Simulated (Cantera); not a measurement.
Charge: 1 mol Cu₂O, 1.3 mol CO, at 900 K and 0.00133 bar.

Cantera equilibrium calculation (NASA polynomials, part measured and part estimated; ideal gas, pure solids and liquids). Candidate condensed phases: C, Cu, CuO, Cu₂O; 15 gas species. Rates play no part.

### Question
What is the equilibrium state?

### Answer
```
Item                                       Result
--------------------------------------  ---------
x(CO₂)                                      0.769
x(CO)                                       0.231
n(Cu(s))                                 2.00 mol
gas amount                              1.300 mol
log10 activity of C(graphite) (absent)      -3.29
```
